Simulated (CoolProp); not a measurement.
Dimethyl carbonate along the isotherm 349.1 K: fugacity coefficient from the reference equation and from simpler models built on Tc = 557.0 K, pc = 4.909 MPa, ω = 0.346; each cubic takes its own stable root.

Computed with CoolProp (reference Helmholtz-energy equation of state, Zhou 2011).

| p (MPa) | phase | reference |
|---|---|---|
| 0.307 | liquid | 0.2031 |
| 0.614 | liquid | 0.1025 |
| 0.92 | liquid | 0.06907 |
| 1.23 | liquid | 0.05217 |
| 1.53 | liquid | 0.04233 |
| 1.84 | liquid | 0.03554 |
| 2.15 | liquid | 0.03071 |
| 2.45 | liquid | 0.02720 |

Question: How far does each simpler model (van der Waals, Redlich-Kwong, Soave-Redlich-Kwong, Peng-Robinson) lie from the reference over these 8 states: mean and median of the absolute difference, and the worst?

Answer: 
- van der Waals: mean 660.2 %, median 699.5 %, worst +718.8 % at 349.1 K and 2.45 MPa
- Redlich-Kwong: mean 144.1 %, median 144.0 %, worst +145.5 % at 349.1 K and 2.45 MPa
- Soave-Redlich-Kwong: mean 1.9 %, median 1.9 %, worst -2.3 % at 349.1 K and 0.307 MPa
- Peng-Robinson: mean 0.7 %, median 0.7 %, worst -0.7 % at 349.1 K and 2.45 MPa

At some of these states van der Waals gives the other phase, because its saturation line lies elsewhere.
